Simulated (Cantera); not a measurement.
Charge: 1 mol Si, 0.68 mol N2O, 2.3 mol H2, equilibrated at 10000 Pa.

Equilibrium computed with Cantera from the NASA thermochemical tables; the gas is ideal and each condensed phase is pure. Candidate condensed phases: H2O, Si, SiO2, Si2N2O, Si3N4; 35 gas species. Mutual solubility and eutectic melting of coexisting phases are not modelled. The tables hold silica as quartz up to 1696 K and as liquid above; real silica turns to tridymite and cristobalite and melts near 1996 K. Gases not in the tables: Si2H6 and higher silanes. Equilibrium is a limit: real reactors are often held back by kinetics, nucleation or transport.

**Question.** Which condensed phases are stable at each of these points (T (K)): 1248, 1323, 1398, 1473, 1548, 1623, 1698, 1773, 1848, 1923?

**Answer.** 
```csv
T (K),condensed phases,Si condensed (%)
1248,SiO2(β-quartz) + Si2N2O(s),100.0
1323,SiO2(β-quartz) + Si2N2O(s),100.0
1398,SiO2(β-quartz) + Si2N2O(s),100.0
1473,SiO2(β-quartz) + Si2N2O(s),100.0
1548,SiO2(β-quartz) + Si2N2O(s),99.9
1623,SiO2(β-quartz) + Si2N2O(s),99.4
1698,SiO2(condensed) + Si2N2O(s),97.1
1773,SiO2(condensed) + Si2N2O(s),87.0
1848,Si2N2O(s),64.1
1923,Si2N2O(s),63.9
```

From 1248 K to 1623 K the condensed part is SiO2(β-quartz) + Si2N2O(s). From 1698 K to 1773 K the condensed part is SiO2(condensed) + Si2N2O(s). From 1848 K to 1923 K the condensed part is Si2N2O(s).
